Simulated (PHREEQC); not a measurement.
A made-up water analysis in mg/kgw, 90 °C, pH 5.87, pe -1.5: Na 3590; K 22.2; Ca 684; Mg 481; Cl 7810; S(6) as SO4 595; Alkalinity as HCO3 45.3; Zn 125; Li 8.54.

Cl is adjusted to close the charge balance.
Valence states are taken as typed.

Equilibrium calculation in PHREEQC: ion-association model, phreeqc.dat.

Q: The ionic strength comes out as 0.264 mol/kgw. What activity coefficients do MgHCO3+, LiSO4-, Zn+2, ZnCl4-2, ZnHCO3+ get?

A: MgHCO3+ 0.67, LiSO4- 0.69, Zn+2 0.23, ZnCl4-2 0.23, ZnHCO3+ 0.70.

No solid was allowed to form. At this temperature some constants are extrapolated from 25 °C, and those without enthalpy data are left unchanged.
